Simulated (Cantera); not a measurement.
A closed system holds: 1 mol Pb, 1 mol CO2, 1.9 mol N2, at 27000 Pa.

Cantera equilibrium calculation (NASA polynomials, part measured and part estimated; ideal gas, pure solids and liquids). Candidate condensed phases: C, Pb, PbO, PbO2, Pb3O4; 27 gas species. Gases not in the tables: (PbO)n polymers. Kinetics and transport are ignored.

### Question
Which condensed phases are stable at each of these points (T (K)): 1198, 1273, 1348, 1423, 1498, 1573, 1648, 1723, 1798?

### Answer
| T (K) | condensed phases | Pb condensed (%) |
|---|---|---|
| 1198 | Pb(l) | 99.3 |
| 1273 | Pb(l) | 97.9 |
| 1348 | Pb(l) | 94.4 |
| 1423 | Pb(l) | 86.6 |
| 1498 | Pb(l) | 69.8 |
| 1573 | Pb(l) | 33.2 |
| 1648 | gas only | 0.0 |
| 1723 | gas only | 0.0 |
| 1798 | gas only | 0.0 |

From 1198 K to 1573 K the condensed part is Pb(l). From 1648 K to 1798 K nothing is condensed.
